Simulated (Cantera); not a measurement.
An adiabatic, constant-volume homogeneous reactor starts with CH₃OH : O₂ : N₂ = 1 : 3.49 : 10.1 (molar parts), at 1023 K and 3750 Torr. Integrator tolerance rtol = 1e-08.

Cantera simulation using GRI-Mech 3.0 (53 species, 325 reactions); the numbers are that mechanism's predictions, not measurements. GRI-Mech 3.0 was tuned for natural gas; its chemistry of methanol as a main component is partial and can be far from experiment.

Q: What does this change do: pressure from 3750 Torr to 165 Torr?

A: 
| quantity | before | after |
|---|---|---|
| time of steepest temperature rise | 90.8 ms | 1.30 s |
| temperature at 5.00 s | 2404 K | 2339 K |
| equilibrium temperature | 2404 K | 2339 K |
| x(CH₃OH) at 5.00 s | <1e-12 (gas-phase equilibrium <1e-12) | <1e-12 (gas-phase equilibrium <1e-12) |
| x(O₂) at 5.00 s | 0.124 (gas-phase equilibrium 0.124) | 0.124 (gas-phase equilibrium 0.124) |
| x(CO₂) at 5.00 s | 0.0649 (gas-phase equilibrium 0.0649) | 0.0622 (gas-phase equilibrium 0.0622) |
| x(CH₂O) at 5.00 s | 2.19e-12 (gas-phase equilibrium 2.19e-12) | <1e-12 (gas-phase equilibrium <1e-12) |
| x(CH₂) at 5.00 s | <1e-12 (gas-phase equilibrium <1e-12) | <1e-12 (gas-phase equilibrium <1e-12) |
| x(C₂H₂) at 5.00 s | <1e-12 (gas-phase equilibrium <1e-12) | <1e-12 (gas-phase equilibrium <1e-12) |
| x(OH) at 5.00 s | 0.00565 (gas-phase equilibrium 0.00565) | 0.00977 (gas-phase equilibrium 0.00977) |

Q: What does this change do: constant pressure in place of constant volume?

A: 
| quantity | before | after |
|---|---|---|
| time of steepest temperature rise | 90.8 ms | 91.9 ms |
| temperature at 5.00 s | 2404 K | 2149 K |
| equilibrium temperature | 2404 K | 2149 K |
| x(CH₃OH) at 5.00 s | <1e-12 (gas-phase equilibrium <1e-12) | <1e-12 (gas-phase equilibrium <1e-12) |
| x(O₂) at 5.00 s | 0.124 (gas-phase equilibrium 0.124) | 0.127 (gas-phase equilibrium 0.127) |
| x(CO₂) at 5.00 s | 0.0649 (gas-phase equilibrium 0.0649) | 0.0658 (gas-phase equilibrium 0.0658) |
| x(CH₂O) at 5.00 s | 2.19e-12 (gas-phase equilibrium 2.19e-12) | <1e-12 (gas-phase equilibrium <1e-12) |
| x(CH₂) at 5.00 s | <1e-12 (gas-phase equilibrium <1e-12) | <1e-12 (gas-phase equilibrium <1e-12) |
| x(C₂H₂) at 5.00 s | <1e-12 (gas-phase equilibrium <1e-12) | <1e-12 (gas-phase equilibrium <1e-12) |
| x(OH) at 5.00 s | 0.00565 (gas-phase equilibrium 0.00565) | 0.00272 (gas-phase equilibrium 0.00272) |
